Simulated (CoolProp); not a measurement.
The fluid at 298.15 K and 0.639 MPa flows at 8 m/s in a round tube of 6 mm bore and 0.25 µm roughness, fully developed (64/Re and Nu = 3.66 if laminar; Colebrook and Gnielinski if turbulent). The same conditions are run with several fluids, on thermodynamics alone (safety and materials aside).

Computed with CoolProp (reference Helmholtz-energy equation of state of each fluid (CF4 (R14): Platzer 1990; R410A: Lemmon 2003; R407C: Lemmon 2003; R507A: Lemmon 2003; propylene: Lemmon 2013)). The equations of Platzer and Polt are older, rougher fits. Blends and air are pseudo-pure fits.

| fluid | Reynolds number | Darcy friction factor | pressure drop (Pa/m) | heat-transfer coefficient (W/(m² K)) | mass flow (kg/h) |
|---|---|---|---|---|---|
| CF4 (R14) | 63600 | 0.0200 | 2480 | 361 | 18.9 |
| R410A | 75300 | 0.0193 | 2110 | 385 | 16.7 |
| R407C | 97000 | 0.0183 | 2440 | 464 | 20.3 |
| R507A | 111000 | 0.0178 | 2730 | 524 | 23.4 |
| propylene | 67000 | 0.0198 | 1270 | 429 | 9.79 |

Transport values come from each fluid's own correlations; those of CF4 (R14), propylene are estimates that may be off by 10 % or more.
